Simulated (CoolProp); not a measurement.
A simple Rankine cycle with R123: condensing at 316.15 K, boiler at 0.927 MPa, turbine inlet 395.7 K, turbine efficiency 0.85, pump efficiency 0.7, no recuperator. Each further row changes one setting.

Values from CoolProp's reference Helmholtz-energy equation of state, Younglove 1994. It is a modified Benedict-Webb-Rubin equation, recast in Helmholtz form.

```json
[
 {"case": "as stated", "thermal efficiency (%)": "11.9", "net work (kJ/kg)": "25.3", "heat in (kJ/kg)": "213", "turbine exit temperature (K)": "348.1", "volume ratio over the turbine": "5.49"},
 {"case": "turbine inlet 415.7 K", "thermal efficiency (%)": "11.8", "net work (kJ/kg)": "27.3", "heat in (kJ/kg)": "230", "turbine exit temperature (K)": "368.7", "volume ratio over the turbine": "5.38"},
 {"case": "condensing temperature 308.15 K", "thermal efficiency (%)": "13.2", "net work (kJ/kg)": "29.3", "heat in (kJ/kg)": "221", "turbine exit temperature (K)": "341.8", "volume ratio over the turbine": "7.10"},
 {"case": "boiler pressure 0.649 MPa", "thermal efficiency (%)": "9.7", "net work (kJ/kg)": "21.0", "heat in (kJ/kg)": "217", "turbine exit temperature (K)": "359.8", "volume ratio over the turbine": "3.75"},
 {"case": "turbine efficiency 0.75", "thermal efficiency (%)": "10.5", "net work (kJ/kg)": "22.2", "heat in (kJ/kg)": "213", "turbine exit temperature (K)": "352.2", "volume ratio over the turbine": "5.57"}
]
```
